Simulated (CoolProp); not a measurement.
A closed Brayton cycle with carbon dioxide: compressor inlet 320.15 K and 8.5 MPa, high pressure 21 MPa, turbine inlet 635 K, compressor efficiency 0.8, turbine efficiency 0.85, recuperator effectiveness 0 (on enthalpy, no pinch check). Each further row changes one setting.

The numbers come from the reference Helmholtz-energy equation of state, Span 1996 in CoolProp.

| case | thermal efficiency (%) | net work (kJ/kg) | compressor to turbine work | compressor exit (K) | turbine exit (K) |
|---|---|---|---|---|---|
| as stated | 11.4 | 39.1 | 0.53 | 390.8 | 545.3 |
| turbine inlet 585 K | 10.8 | 30.4 | 0.59 | 390.8 | 498.4 |
| compressor inlet 330.15 K | 10.2 | 31.5 | 0.62 | 409.3 | 545.3 |
| high pressure 17.8 MPa | 9.7 | 34.7 | 0.49 | 377.5 | 561.5 |
| recuperator effectiveness 0.5 | 15.5 | 39.1 | 0.53 | 390.8 | 545.3 |
